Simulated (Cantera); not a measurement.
Input: 1 mol BCl₃, 1.7 mol O₂, 1.7 mol H₂O, at 1875 K and 0.0120 bar.

Method: chemical equilibrium by Gibbs-energy minimisation in Cantera with the NASA 1993 tables (ideal gas, pure condensed phases). Candidate condensed phases: B, B₂O₃, B₃O₃H₃, H₂O; 33 gas species. The tables' values for BOCl are old estimates; treat these amounts as uncertain. Equilibrium is a limit: real reactors are often held back by kinetics, nucleation or transport.

Base state: HCl 0.365, O₂ 0.258, Cl 0.161, HBO₂ 0.123, H₂O 0.0561, B₂O₃ 0.0227, BO₂ 0.00672, BOCl 0.00279 (mole fractions); condensed: gas only.

What changes in the equilibrium state with this change: temperature from 1875 K to 898 K?


```
species         before     after
------------  --------  --------
HCl              0.365     0.471
O₂               0.258     0.320
H₂O             0.0561     0.125
Cl               0.161  0.000188
HBO₂             0.123   7.74e-6
B₂O₃            0.0227     <1e-9
Cl₂            0.00157    0.0831
(HBO₂)₃        1.54e-8  0.000238
BO₂            0.00672     <1e-9
BOCl           0.00279     <1e-9
O              0.00111     <1e-9
H₂            0.000106     <1e-9
H              6.17e-5     <1e-9
B₂O₃(l), mol         0     0.498
```
Gases not in the tables: H₃BO₃.
